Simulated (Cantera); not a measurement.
A closed system holds: 1 mol SiO₂, 1.1 mol CH₄, 3.8 mol H₂, equilibrated at 1773.15 K and 7.70 bar.

Cantera equilibrium calculation (NASA polynomials, part measured and part estimated; ideal gas, pure solids and liquids). Mutual solubility and eutectic melting of coexisting phases are not modelled. The tables hold silica as quartz up to 1696 K and as liquid above; real silica turns to tridymite and cristobalite and melts near 1996 K. Equilibrium is a limit: real reactors are often held back by kinetics, nucleation or transport.

| species | before | after |
|---|---|---|
| H₂ | 0.888 | 0.880 |
| CO | 0.106 | 0.110 |
| SiO | 0.000598 | 0.00898 |
| CH₄ | 0.00489 | 0.000164 |
| C₂H₄ | 2.20e-5 | 1.94e-7 |
| C₂H₂ (acetylene) | 0.000114 | 7.79e-6 |
| CH₃ | 1.08e-5 | 1.01e-6 |
| H | 9.67e-5 | 0.000267 |
| H₂O | 0.000248 | 0.000126 |
| SiC(s), mol | 0.354 | 0.346 |
| SiO₂(condensed), mol | 0.642 | 0.593 |
Gas species are given as mole fractions.

Question: Which change was made?
A. temperature from 1773.15 K to 2450 K
B. pressure from 7.70 bar to 0.280 bar
C. pressure from 7.70 bar to 2.80 mbar
D. pressure from 7.70 bar to 1.00 bar

Answer: D, pressure from 7.70 bar to 1.00 bar
